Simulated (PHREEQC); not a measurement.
PHREEQC input (Pitzer model, pitzer.dat):

```
SOLUTION 1
  temp 20
  units mol/kgw
  pH 7 charge
  Na 1.434
  C(4) 0.077
  S(6) 0.51
END
USE solution 1
INCREMENTAL_REACTIONS false
REACTION 1
  H2O -1
  0 9.886 18.011 24.689 30.178 34.689 38.397 41.444
  43.949 46.007 47.699 49.089 moles
EQUILIBRIUM_PHASES 1
  Burkeite 0 0
  Mirabilite 0 0
  Nahcolite 0 0
  Natron 0 0
  Thenardite 0 0
  Trona 0 0
  CO2(g) -3.4 10
SELECTED_OUTPUT 1
  -reset false
  -pH true
  -pe true
  -ionic_strength true
  -water true
  -activities H2O
  -totals C Na S
  -molalities H+ Na+ CO3-2 SO4-2 OH- HCO3- CO2 HSO4-
  -equilibrium_phases Burkeite Mirabilite Nahcolite Natron Thenardite Trona
PRINT
  -reset false
END
```

Selected output (columns that matter, 12 of 12 rows; water left (kg) added in front):

```
water left (kg)	pH	mu	C	Na	S	m_H+	m_Na+	m_CO3-2	m_SO4-2	m_OH-	m_HCO3-	la_H2O	Mirabilite	Trona
1.00146	9.8106	2.0991	0.25538	1.4319	0.50926	3.6735e-10	1.4319	0.15795	0.50926	7.5418e-05	0.097426	-0.011579	0	0
0.823427	9.8261	2.5577	0.30584	1.7415	0.61936	3.6086e-10	1.7415	0.19687	0.61936	7.8057e-05	0.10896	-0.013761	0	0
0.677111	9.8393	3.1156	0.36674	2.1178	0.7532	3.5146e-10	2.1178	0.24461	0.7532	7.9783e-05	0.12212	-0.016386	0	0
0.556856	9.8503	3.794	0.4404	2.5752	0.91586	3.3741e-10	2.5752	0.30299	0.91586	8.0392e-05	0.13741	-0.019581	0	0
0.458013	9.8589	4.6186	0.52969	3.1309	1.1135	3.1682e-10	3.1309	0.37415	1.1135	7.9689e-05	0.15553	-0.023538	0	0
0.368727	9.8789	5.38	0.65065	3.6463	1.2617	2.8739e-10	3.6463	0.47206	1.2617	8.0235e-05	0.17858	-0.02738	0.044763	0
0.280564	9.9266	5.8115	0.84284	3.9444	1.2344	2.5559e-10	3.9444	0.63268	1.2344	8.5095e-05	0.21016	-0.029812	0.16367	0
0.208484	9.9727	6.4587	1.1192	4.39	1.2021	2.2542e-10	4.39	0.86652	1.2021	8.7888e-05	0.25265	-0.033525	0.25937	0
0.149728	10.015	7.4908	1.5399	5.0988	1.1669	1.9452e-10	5.0988	1.225	1.1669	8.6694e-05	0.31483	-0.039704	0.33528	0
0.102227	10.047	9.2881	2.2345	6.3319	1.141	1.5778e-10	6.3319	1.8152	1.141	7.8349e-05	0.41931	-0.051494	0.39336	0
0.0626393	10.051	11.178	2.9259	7.6296	1.1553	1.2726e-10	7.6296	2.3929	1.1553	6.7695e-05	0.53302	-0.065647	0.43763	0.026942
0.0277033	10.051	11.178	2.9259	7.6296	1.1553	1.2726e-10	7.6296	2.3929	1.1553	6.7695e-05	0.53302	-0.065647	0.47799	0.088883
```
